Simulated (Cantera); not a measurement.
Fe2O3 + H2 + H2O (hydrogen reduction and annealing atmospheres)

Input: 1 mol Fe2O3, 440 mol H2, 6.8 mol H2O, held at 1098 K and 1.20 bar.

Equilibrium computed with Cantera from the NASA thermochemical tables; the gas is ideal and each condensed phase is pure. Candidate condensed phases: Fe, FeO, Fe(OH)2, Fe(OH)3, Fe2O3, Fe3O4, H2O; 12 gas species. Equilibrium is a limit: real reactors are often held back by kinetics, nucleation or transport.

```json
{
 "x(H2)": "0.978",
 "x(H2O)": "0.0219",
 "n(Fe(α))": "2.00 mol",
 "gas_amount": "446.8 mol",
 "log10 activity of Fe(OH)2(s) (absent)": "-7.63",
 "log10 activity of Fe(OH)3(s) (absent)": "-14.02"
}
```
